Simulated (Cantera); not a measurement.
**Low-pressure radical oxidation in H2/O2**

A perfectly stirred reactor is fed with 0.662 % H2, 19.5 % O2, 79.9 % N2, at 0.00690 bar; it is held at 1425 K, and followed from long to short residence time.

Model: the H2/O2 subset of GRI-Mech 3.0, which has no nitrogen chemistry, integrated in Cantera. Radical loss at walls, strong at low pressure, is not modelled.

```
τ (s)       x H2   x O2       x H      x OH      x O
------  --------  -----  --------  --------  -------
11       2.83e-5  0.191   9.36e-5  0.000503  0.00164
4.9      4.17e-5  0.191  0.000167  0.000606  0.00241
2.2      5.76e-5  0.190  0.000263  0.000702  0.00327
1.0      7.52e-5  0.190  0.000360  0.000779  0.00403
0.46     9.68e-5  0.189  0.000439  0.000836  0.00456
0.21    0.000131  0.189  0.000497  0.000884  0.00484
0.094   0.000200  0.189  0.000543  0.000943  0.00491
0.043   0.000337  0.189  0.000587   0.00103  0.00478
0.019   0.000633  0.189  0.000633   0.00115  0.00441
0.0088   0.00119  0.190  0.000651   0.00127  0.00380
0.0040   0.00227  0.191  0.000583   0.00129  0.00282
```
x: mole fraction; the columns are a selection and need not sum to one.
